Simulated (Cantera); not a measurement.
**Equilibrium for fluorocarbon and chlorocarbon gases: CH₃Cl + F₂ + H₂**

A closed system holds: 1 mol CH₃Cl, 0.9 mol F₂, 0.25 mol H₂, equilibrated at 0.200 bar.

Cantera equilibrium calculation (NASA polynomials, part measured and part estimated; ideal gas, pure solids and liquids). Candidate condensed phases: C, C₆H₆, C₇H₈, C₈H₁₈; 135 gas species. Ions and electrons are included (thermal ionisation). The tables' values for CCl are old estimates; treat these amounts as uncertain. The numbers say what is thermodynamically allowed, not how fast it happens.

| T (K) | log p HF | log p H | log p HCl | log p F | log p Cl | log p C | log p H₂ | log p C₃ | log p C₂ | log p CF | n C(graphite) |
|---|---|---|---|---|---|---|---|---|---|---|---|
| 2000 | -0.94 | -3.61 | -1.20 | -6.29 | -3.29 | -10.52 | -1.65 | -10.56 | -11.63 | -8.63 | 0.999 |
| 2250 | -0.95 | -2.95 | -1.22 | -5.24 | -2.66 | -8.44 | -1.65 | -8.19 | -9.24 | -7.10 | 0.998 |
| 2500 | -0.95 | -2.42 | -1.26 | -4.41 | -2.19 | -6.78 | -1.64 | -6.30 | -7.34 | -5.90 | 0.992 |
| 2750 | -0.97 | -1.99 | -1.34 | -3.73 | -1.84 | -5.42 | -1.65 | -4.77 | -5.79 | -4.92 | 0.975 |
| 3000 | -1.00 | -1.66 | -1.50 | -3.16 | -1.62 | -4.30 | -1.71 | -3.51 | -4.50 | -4.09 | 0.923 |
| 3250 | -1.06 | -1.42 | -1.75 | -2.65 | -1.49 | -3.34 | -1.86 | -2.44 | -3.41 | -3.38 | 0.614 |
| 3500 | -1.15 | -1.27 | -2.09 | -2.20 | -1.45 | -2.68 | -2.09 | -2.01 | -2.80 | -2.92 | 0 |
| 3750 | -1.27 | -1.16 | -2.43 | -1.84 | -1.45 | -2.28 | -2.33 | -2.11 | -2.59 | -2.70 | 0 |
| 4000 | -1.47 | -1.09 | -2.79 | -1.58 | -1.48 | -1.96 | -2.59 | -2.35 | -2.50 | -2.62 | 0 |
| 4250 | -1.74 | -1.06 | -3.14 | -1.44 | -1.51 | -1.75 | -2.87 | -2.75 | -2.55 | -2.70 | 0 |
| 4500 | -2.07 | -1.04 | -3.46 | -1.37 | -1.54 | -1.64 | -3.15 | -3.33 | -2.75 | -2.90 | 0 |
| 4750 | -2.39 | -1.03 | -3.75 | -1.34 | -1.55 | -1.60 | -3.42 | -4.01 | -3.03 | -3.16 | 0 |
| 5000 | -2.70 | -1.02 | -4.00 | -1.32 | -1.56 | -1.58 | -3.66 | -4.70 | -3.33 | -3.44 | 0 |
log p: log10 of the partial pressure in bar; n: condensed amount in mol.

From 2000 K to 3250 K the condensed part is C(graphite). From 3500 K to 5000 K nothing is condensed. The main C-bearing gas is C₂H₂ (acetylene) at 2000 K and C at 5000 K.
